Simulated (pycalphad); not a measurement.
All values are pycalphad results on the COST 507 light-alloy database (1999) (1 atm), not direct measurements. No gas phase is included, though pure Mg would boil below 1650 K. The database dates from 1999; later assessments differ in places, in temperatures and in the compounds included. Kinetics are ignored, which matters at the lower temperatures.

Molar enthalpy of Al-1.93Mg-0.34Si (at.%) in equilibrium (SER reference):

```json
[
 {"T (K)": "1650", "H (kJ/mol)": "51.49", "phases": "LIQUID"},
 {"T (K)": "1575", "H (kJ/mol)": "49.11", "phases": "LIQUID"},
 {"T (K)": "1500", "H (kJ/mol)": "46.72", "phases": "LIQUID"},
 {"T (K)": "1425", "H (kJ/mol)": "44.34", "phases": "LIQUID"},
 {"T (K)": "1350", "H (kJ/mol)": "41.96", "phases": "LIQUID"},
 {"T (K)": "1275", "H (kJ/mol)": "39.57", "phases": "LIQUID"},
 {"T (K)": "1200", "H (kJ/mol)": "37.19", "phases": "LIQUID"},
 {"T (K)": "1125", "H (kJ/mol)": "34.80", "phases": "LIQUID"},
 {"T (K)": "1050", "H (kJ/mol)": "32.42", "phases": "LIQUID"},
 {"T (K)": "975", "H (kJ/mol)": "30.04", "phases": "LIQUID"},
 {"T (K)": "950", "H (kJ/mol)": "29.24", "phases": "LIQUID"},
 {"T (K)": "925", "H (kJ/mol)": "28.45", "phases": "LIQUID"},
 {"T (K)": "900", "H (kJ/mol)": "18.42", "phases": "FCC_A1 + LIQUID"},
 {"T (K)": "850", "H (kJ/mol)": "15.67", "phases": "FCC_A1 + MG2SI"},
 {"T (K)": "825", "H (kJ/mol)": "14.75", "phases": "FCC_A1 + MG2SI"},
 {"T (K)": "750", "H (kJ/mol)": "12.24", "phases": "FCC_A1 + MG2SI"},
 {"T (K)": "675", "H (kJ/mol)": "9.98", "phases": "FCC_A1 + MG2SI"},
 {"T (K)": "600", "H (kJ/mol)": "7.84", "phases": "FCC_A1 + MG2SI"},
 {"T (K)": "525", "H (kJ/mol)": "5.76", "phases": "FCC_A1 + MG2SI"},
 {"T (K)": "450", "H (kJ/mol)": "3.75", "phases": "FCC_A1 + MG2SI"},
 {"T (K)": "375", "H (kJ/mol)": "1.81", "phases": "FCC_A1 + MG2SI"}
]
```

Cooling from 925 K to 850 K, across the freezing range, releases 12.8 kJ/mol, or 474 J/g. The slope is 32 J/(mol K) in the liquid and 37 J/(mol K) just below the solidus, where it includes any heat of precipitation. Liquidus 923 K, solidus 872 K. Changes were sought between steps of 25 K, so a narrower field can be missed.

Database names, with the compositions (at.%) that they take in these runs: MG2SI: Mg 67 Si 33. FCC_A1 is fcc.
